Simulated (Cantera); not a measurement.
Charge: 1 mol BF3, 5.1 mol NH3, 0.87 mol N2, at 823.15 K and 11000 Pa.

Method: chemical equilibrium by Gibbs-energy minimisation in Cantera with the NASA 1993 tables (ideal gas, pure condensed phases). Candidate condensed phases: B, BN; 31 gas species. Kinetics and transport are ignored.

Base state: H2 0.630, N2 0.282, BF3 0.0806, HF 0.00682, NH3 6.96e-5 (mole fractions); condensed: BN(s).

Problem. What changes in the equilibrium state with this change: 0.76 mol O2 added?

Solution. 
```
species        before     after
------------  -------  --------
H2              0.630     0.504
N2              0.282     0.281
H2O                 0     0.101
HF            0.00682    0.0447
BF3            0.0806    0.0628
B3O3F3              0   0.00464
(HBO2)3             0  0.000848
BN(s), mol     0.0274         0
B2O3(l), mol        0    0.0186
```
Gases not in the tables: H3BO3. Further candidate phases: B2O3, B3O3H3, H2O.
